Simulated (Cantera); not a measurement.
An isothermal, constant-pressure homogeneous reactor starts with N2O = 1 (molar parts), at 1400 K and 1.90 bar. Integrator tolerance rtol = 1e-08.

Model: GRI-Mech 3.0 (53 species, 325 reactions), integrated in Cantera. GRI-Mech 3.0 was tuned for natural gas; its chemistry of N2O as a main component is partial and can be far from experiment. The temperature is held fixed by assumption; the heat of reaction is taken as removed at once.

**Question.** What does this change do: temperature 1400 to 1025 K?

**Answer.** 
```tsv
quantity	before	after
x(N2O) at 3.00 s	2.71e-6 (gas-phase equilibrium 6.78e-8)	0.913 (gas-phase equilibrium 4.85e-9)
x(NO2) at 3.00 s	0.00109 (gas-phase equilibrium 1.08e-5)	7.38e-5 (gas-phase equilibrium 3.75e-6)
x(NO) at 3.00 s	0.0913 (gas-phase equilibrium 0.000843)	0.00255 (gas-phase equilibrium 4.77e-5)
x(N2) at 3.00 s	0.621 (gas-phase equilibrium 0.666)	0.0567 (gas-phase equilibrium 0.667)
x(O2) at 3.00 s	0.287 (gas-phase equilibrium 0.333)	0.0277 (gas-phase equilibrium 0.333)
x(O) at 3.00 s	3.70e-7 (gas-phase equilibrium 3.99e-7)	5.89e-8 (gas-phase equilibrium 1.39e-10)
```
The mechanism lacks the step 2 NO + O2 → 2 NO2, which can matter for NO2 below about 1400 K.
